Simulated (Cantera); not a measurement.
A closed system holds: 1 mol Cu₂O, 1.2 mol C, 0.13 mol H₂, 3.7 mol CH₄, equilibrated at 998.15 K and 6.40 mbar.

Equilibrium computed with Cantera from the NASA thermochemical tables; the gas is ideal and each condensed phase is pure. Candidate condensed phases: C, C₆H₆, C₇H₈, C₈H₁₈, Cu, CuO, Cu(OH)₂, Cu₂O, H₂O; 113 gas species. Kinetics and transport are ignored.

Base state: H₂ 0.882, CO 0.117, CH₄ 0.000485, H₂O 0.000269, CO₂ 5.16e-5 (mole fractions); condensed: C(graphite) + Cu(s).

What changes in the equilibrium state with this change: temperature from 998.15 K to 2448.15 K?


```json
[
 {"species": "H₂", "before": "0.882", "after": "0.552"},
 {"species": "H", "before": "2.54e-8", "after": "0.185"},
 {"species": "Cu", "before": "2.26e-9", "after": "0.172"},
 {"species": "CO", "before": "0.117", "after": "0.0862"},
 {"species": "C₂H₂ (acetylene)", "before": "<1e-9", "after": "0.00477"},
 {"species": "C₂H", "before": "<1e-9", "after": "0.000103"},
 {"species": "CO₂", "before": "5.16e-5", "after": "<1e-9"},
 {"species": "C₃", "before": "<1e-9", "after": "3.41e-5"},
 {"species": "H₂O", "before": "0.000269", "after": "8.43e-9"},
 {"species": "C(graphite), mol", "before": "3.90", "after": "3.78"},
 {"species": "Cu(s), mol", "before": "2.00", "after": "0"}
]
```
